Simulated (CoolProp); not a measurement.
n-perfluoropentane at several states: density (kg/m³) from the reference equation and from simpler models built on Tc = 421.0 K, pc = 20.63 bar, ω = 0.436; each cubic takes its own stable root.

Model: reference Helmholtz-energy equation of state, Gao 2022, in CoolProp.

```tsv
T (K)	p (bar)	phase	reference	van der Waals	Redlich-Kwong	Soave-Redlich-Kwong	Peng-Robinson
185.6	0.796	liquid	1938	1149	1710	1766	1980
371.7	1.7	gas	16.60	16.40	16.53	16.59	16.65
278.3	97.1	liquid	1707	1098	1554	1616	1815
```
